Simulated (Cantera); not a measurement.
Charge: 1 mol Si₃H₈, 4.7 mol HCl, 3.5 mol N₂, at 0.100 bar.

Cantera equilibrium calculation (NASA polynomials, part measured and part estimated; ideal gas, pure solids and liquids). Candidate condensed phases: NH₄Cl, Si, Si₃N₄; 28 gas species. The feed counts by its element totals alone. N₂ is the only nitrogen source here; it is nearly inert below about 1500 K, so the nitride shown seldom forms there in practice. Rates play no part.

Over these rows the condensed part is Si₃N₄(s). Partial pressures as log10 of bar:

```json
[
 {"T (K)": "1125", "1000/T (1/K)": "0.8889", "log p SiCl₂": "-5.77", "log p H₂": "-1.35", "log p HCl": "-1.44", "log p N₂": "-1.78", "log p SiCl₄": "-2.60"},
 {"T (K)": "1175", "1000/T (1/K)": "0.8511", "log p SiCl₂": "?", "log p H₂": "-1.35", "log p HCl": "-1.44", "log p N₂": "-1.78", "log p SiCl₄": "-2.63"},
 {"T (K)": "1225", "1000/T (1/K)": "0.8163", "log p SiCl₂": "-4.74", "log p H₂": "-1.36", "log p HCl": "-1.43", "log p N₂": "-1.79", "log p SiCl₄": "-2.66"},
 {"T (K)": "1275", "1000/T (1/K)": "0.7843", "log p SiCl₂": "-4.29", "log p H₂": "-1.36", "log p HCl": "-1.43", "log p N₂": "-1.79", "log p SiCl₄": "-2.69"},
 {"T (K)": "1325", "1000/T (1/K)": "0.7547", "log p SiCl₂": "-3.88", "log p H₂": "-1.36", "log p HCl": "-1.43", "log p N₂": "-1.79", "log p SiCl₄": "-2.73"},
 {"T (K)": "1375", "1000/T (1/K)": "0.7273", "log p SiCl₂": "-3.50", "log p H₂": "-1.36", "log p HCl": "-1.43", "log p N₂": "-1.79", "log p SiCl₄": "-2.78"}
]
```

### Question
Fit log p(SiCl₂) = a + b·(1000/T) to the five rows, give the apparent enthalpy, and predict the row at 1175 K.

### Answer
Means: 1000/T = 0.7943, log p = -4.436. Sxy = -0.219074, Sxx = 0.0155903, so b = -14.05 and a = -4.436 − (-14.05)×0.7943 = 6.72.
Apparent enthalpy: −19.145 × (-14.05) = 269 kJ/mol. With the condensed phases at unit activity, 1/6 Si₃N₄(s) + 1/2 SiCl₄(g) = SiCl₂(g) + 1/3 N₂(g) links this pressure to the main gases: over the six rows their terms move log p by -0.09 in all, so the slope is close to that reaction's ΔH°. The five rows lie within 0.01 of the line.
Prediction at 1175 K: 6.72 + (-14.05)×0.8511 = -5.24. The computed value is -5.23, 0.01 from the line.
